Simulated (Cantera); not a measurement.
Charge: 1 mol trisilylamine, 5.2 mol NH3, equilibrated at 800 °C and 340 Pa.

Method: chemical equilibrium by Gibbs-energy minimisation in Cantera with the NASA 1993 tables (ideal gas, pure condensed phases). Candidate condensed phases: Si, Si3N4; 18 gas species. The feed counts by its element totals alone. Kinetics and transport are ignored.

Base state: H2 0.918, N2 0.0821 (mole fractions); condensed: Si3N4(s).

### Question
What changes in the equilibrium state with this change: NH3 from 5.2 to 0.12 mol?

### Answer
```csv
species,before,after
H2,0.918,1.00
N2,0.0821,1.02e-7
"Si3N4(s), mol",1.00,0.280
"Si(s), mol",0,2.16
```
Mutual solubility and eutectic melting of coexisting phases are not modelled.

### Question
What changes in the equilibrium state with this change: temperature from 800 °C to 1327 °C?

### Answer
```tsv
species	before	after
H2	0.918	0.911
N2	0.0821	0.0880
H	2.31e-7	0.000890
Si	<1e-9	2.87e-5
Si3N4(s), mol	1.00	0.956
Si(s), mol	0	0.130
```
Mutual solubility and eutectic melting of coexisting phases are not modelled.

### Question
What changes in the equilibrium state with this change: NH3 from 5.2 to 0.74 mol?

### Answer
```csv
species,before,after
H2,0.918,1.00
N2,0.0821,1.02e-7
"Si3N4(s), mol",1.00,0.435
"Si(s), mol",0,1.70
```
Mutual solubility and eutectic melting of coexisting phases are not modelled.
